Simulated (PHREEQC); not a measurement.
## Reverse-osmosis permeate: an equilibrium model

A made-up water analysis in mg/L, 20 °C, pH 6.11, pe 10.1: Na 2.72; K 2.3; Ca 1.09; Mg 1.1; Cl 2.88; S(6) as SO4 5.43; Alkalinity as HCO3 7.91; Li 0.000695; Si as SiO2 0.0204; Cu(2) 0.00288; Ni 0.0114.

Valence states are taken as typed.

Equilibrium calculation in PHREEQC: ion-association model, wateq4f.dat.

Each row changes one thing in this solution. This is a speciation only: nothing precipitates in the calculation.

```
case                                               CO2 (mol/kgw)  HCO3- (mol/kgw)  MgSO4 (mol/kgw)  CaSO4 (mol/kgw)  Ni+2 (mol/kgw)  MgHCO3+ (mol/kgw)  SI of Quartz (SiO2)  SI of Tenorite (CuO)
-------------------------------------------------  -------------  ---------------  ---------------  ---------------  --------------  -----------------  -------------------  --------------------
as made                                                 0.000238         0.000130          4.25e-7          2.36e-7         1.81e-7            6.09e-8                -2.41                 -3.03
pH from 6.11 to 5.5 at the same alkalinity              0.000988         0.000133                …          2.36e-7         1.87e-7            6.20e-8                -2.41                 -4.23
all concentrations times 4 at the same typed pH                …         0.000517          5.40e-6          3.01e-6               …            8.65e-7                -1.81                 -2.56
pH from 6.11 to 6.61 at the same alkalinity              7.49e-5         0.000130          4.25e-7          2.36e-7         1.66e-7            6.05e-8                -2.41                 -2.16
temperature from 20 to 85 °C at the same typed pH       0.000223         0.000130          1.62e-6          3.73e-7               …            1.03e-7                    …                 -0.99
Ca from 1.09 to 0.545 mg/L                              0.000238         0.000130          4.28e-7          1.19e-7         1.81e-7            6.10e-8                -2.41                 -3.03
```

Q: Complete the blanks.

A: 
- pH from 6.11 to 5.5 at the same alkalinity, MgSO4 (mol/kgw): 4.24e-7
- all concentrations times 4 at the same typed pH, CO2 (mol/kgw): 0.000923
- all concentrations times 4 at the same typed pH, Ni+2 (mol/kgw): 6.20e-7
- temperature from 20 to 85 °C at the same typed pH, Ni+2 (mol/kgw): 1.74e-7
- temperature from 20 to 85 °C at the same typed pH, SI of Quartz (SiO2): -3.22

Constants without temperature data keep their 25 °C values here. The database's constant for dissolved Cu(OH)2 is higher than later reviews accept. The database's nickel carbonate constants are estimates that later reviews lower a good deal.
